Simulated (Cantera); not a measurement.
## Thermodynamics of carbon deposition, reforming and gasification, feed C2H2 + H2

Input: 1 mol C2H2, 18 mol H2, at 100000 Pa.

Cantera equilibrium calculation (NASA polynomials, part measured and part estimated; ideal gas, pure solids and liquids). Candidate condensed phases: C, C6H6, C7H8, C8H18; 76 gas species. Kinetics and transport are ignored.

From 2225 K to 2925 K the condensed part is C(graphite). The main C-bearing gas is C2H2 (acetylene) throughout. The share of C in condensed phases is highest at 2225 K (94.2 %) and lowest at 2925 K (9.2 %).

```
T (K)   x H2      x H  x C2H2 (acetylene)     x C2H  n C(graphite)
-----  -----  -------  ------------------  --------  -------------
2225   0.990  0.00645             0.00291   7.02e-7           1.88
2325   0.984   0.0109             0.00481   2.57e-6           1.81
2425   0.974   0.0177             0.00761   8.40e-6           1.70
2525   0.961   0.0275              0.0115   2.50e-5           1.55
2625   0.942   0.0412              0.0168   6.79e-5           1.33
2725   0.916   0.0597              0.0236  0.000171           1.04
2825   0.883   0.0839              0.0320  0.000400          0.664
2925   0.841    0.114              0.0419  0.000876          0.184
```
x: gas mole fraction; n: condensed amount in mol.
